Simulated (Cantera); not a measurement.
A Cantera script and what it prints.

```python
import numpy as np
import cantera as ct

gas_names = """
    AL ALH ALO ALOH ALO2 ALO2H AL2 AL2O AL2O2 H HALO HO2 H2 H2O H2O2 O OH O2 O3
""".split()
cond_names = """
    AL(cr) AL(L) AL2O3(a) AL2O3(L) H2O(s) H2O(L)
""".split()


# ... load() reads the species with a 1 bar reference pressure and builds the phases ...
atoms = {
    'Al': {'AL': 1},
    'H2O': {'H': 2, 'O': 1},
    'H2': {'H': 2},
}
top_T = {}  # K; cautious upper limits of use, not melting points


# ... equilibrate(T, P, feed) seeds the gas with the atoms and calls Mixture.equilibrate('TP', solver="vcs", rtol=1e-11, max_steps=5000) ...
results = []
feed = {'Al': 1, 'H2O': 1.4, 'H2': 840}  # mol
T = 1800  # K
P = 210  # Pa
mix = equilibrate(T, P, feed)
results.append((T, P, feed, dict(zip(mix.species_names, mix.species_moles))))
x = sorted(zip(gas.X, gas.species_names), reverse=True)
print(f"T = {T:g} K  P = {P:g} Pa  gas = {mix.phase_moles(0):.4g} mol")
print("   x: " + "  ".join(f"{s} {v:.3e}" for v, s in x if v > 1e-06))
print("   condensed (mol): " + ("  ".join(f"{mix.phase(i).name} {mix.phase_moles(i):.4g}"
      for i in range(1, mix.n_phases) if mix.phase_moles(i) > 1e-12) or "none"))
```

Output:

```
T = 1800 K  P = 210 Pa  gas = 844.8 mol
   x: H2 9.920e-01  H 7.782e-03  AL 1.195e-04  H2O 9.424e-05  AL2O 1.367e-05  ALOH 4.600e-06  ALH 2.483e-06
   condensed (mol): AL2O3(a) 0.435
```

Cantera equilibrium calculation (NASA polynomials, part measured and part estimated; ideal gas, pure solids and liquids).
